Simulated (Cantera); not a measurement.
Source: NASA polynomial tables (part measured, part estimated), evaluated in Cantera. Values are per mole of reaction as written; species without (g) are pure solids or liquids, kept so even where they would boil at 1 bar.

H2(g) + 2 B2O3(g) + 2 OH(g) ⇌ 4 HBO2(g)

```tsv
T (K)	ΔH° (kJ)	ΔS° (J/K)	ΔG° (kJ)	log10 K
300	…	…	…	…
973	-671.8	-150.6	-525.2	28.20
1023	-672.7	-151.5	-517.7	26.43
1073	-673.5	-152.3	-510.1	24.83
1123	…	…	…	…
1173	…	…	…	…
1223	-675.6	-154.1	-487.1	20.80
```

Task: What belongs in the gaps?

Result: 
- 300, ΔH° (kJ): -649.4
- 300, ΔS° (J/K): -107.1
- 300, ΔG° (kJ): -617.3
- 300, log10 K: 107.47
- 1123, ΔH° (kJ): -674.2
- 1123, ΔS° (J/K): -153.0
- 1123, ΔG° (kJ): -502.5
- 1123, log10 K: 23.37
- 1173, ΔH° (kJ): -675.0
- 1173, ΔS° (J/K): -153.6
- 1173, ΔG° (kJ): -494.8
- 1173, log10 K: 22.03
